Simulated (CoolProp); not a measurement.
A single-stage vapour-compression cycle with R22: evaporating at 218.15 K (dew point), condensing at 267.15 K (bubble point), superheat 8 K, subcooling 0 K, compressor efficiency 0.6, no pressure losses. Each further row changes one setting.

Values from CoolProp's reference Helmholtz-energy equation of state, Kamei 1995.

```tsv
case	cooling COP	pressure ratio	discharge temperature (K)	refrigerating effect (kJ/kg)	volumetric capacity (kJ/m³)
as stated	2.18	8.23	366.3	193	447
evaporating temperature 223.15 K	2.53	6.32	354.2	?	?
condensing temperature 262.15 K	2.48	?	354.2	198	461
subcooling 5 K	2.24	8.23	366.3	198	461
superheat 18 K	2.15	8.23	?	198	440
compressor efficiency 0.5	1.81	8.23	?	193	447
```

Task: Some entries are withheld; supply them.

Result: 
- evaporating temperature 223.15 K, refrigerating effect (kJ/kg): 195
- evaporating temperature 223.15 K, volumetric capacity (kJ/m³): 580
- condensing temperature 262.15 K, pressure ratio: 6.91
- superheat 18 K, discharge temperature (K): 379.2
- compressor efficiency 0.5, discharge temperature (K): 389.6
